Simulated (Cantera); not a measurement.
# Adiabatic ignition

An adiabatic, constant-pressure homogeneous reactor starts with H2 : O2 : N2 = 1 : 0.794 : 7.94 (molar parts), at 1450 K and 1200000 Pa.

Cantera simulation using GRI-Mech 3.0 (53 species, 325 reactions); the numbers are that mechanism's predictions, not measurements. The hydrogen kinetics of GRI-Mech 3.0 are dated; newer H2 mechanisms differ, most at raised pressure. The pressure lies above the range GRI-Mech 3.0 was tuned for (to about 10 atm).

```tsv
t (s)	T (K)	x H2	x O2	x O	x NO2	x HO2	x OH
2.00e-6	1451	0.102	0.0814	2.67e-5	<1e-12	6.81e-5	2.36e-5
5.64e-6	2065	0.00484	0.0313	0.00333	7.54e-8	3.77e-5	0.00698
1.59e-5	2158	0.000619	0.0312	0.000398	1.27e-7	5.83e-6	0.00278
4.48e-5	2169	0.000187	0.0314	0.000128	8.22e-8	2.62e-6	0.00161
0.000126	2169	0.000165	0.0314	0.000114	8.27e-8	2.47e-6	0.00152
0.000356	2169	0.000165	0.0314	0.000114	9.99e-8	2.47e-6	0.00152
0.00100	2169	0.000165	0.0314	0.000114	1.48e-7	2.47e-6	0.00152
0.00283	2169	0.000165	0.0314	0.000114	2.82e-7	2.46e-6	0.00152
0.00797	2168	0.000165	0.0313	0.000113	6.50e-7	2.45e-6	0.00152
0.0225	2167	0.000164	0.0310	0.000112	1.61e-6	2.43e-6	0.00151
0.0634	2164	0.000163	0.0304	0.000109	3.71e-6	2.37e-6	0.00148
0.179	2161	0.000161	0.0296	0.000105	6.57e-6	2.29e-6	0.00145
0.503	2159	0.000160	0.0293	0.000103	7.77e-6	2.26e-6	0.00144
1.42	2159	0.000160	0.0292	0.000103	7.81e-6	2.26e-6	0.00143
4.00	2159	0.000160	0.0292	0.000103	7.81e-6	2.26e-6	0.00143
```
x: mole fraction; the columns are a selection and need not sum to one.

```yaml
time_of_steepest_temperature_rise: 3.45 µs
temperature at 4.00 s: 2159 K
equilibrium_temperature: 2159 K
x(H2) at 4.00 s: 0.000160 (gas-phase equilibrium 0.000160)
x(O2) at 4.00 s: 0.0292 (gas-phase equilibrium 0.0292)
x(O) at 4.00 s: 0.000103 (gas-phase equilibrium 0.000103)
```
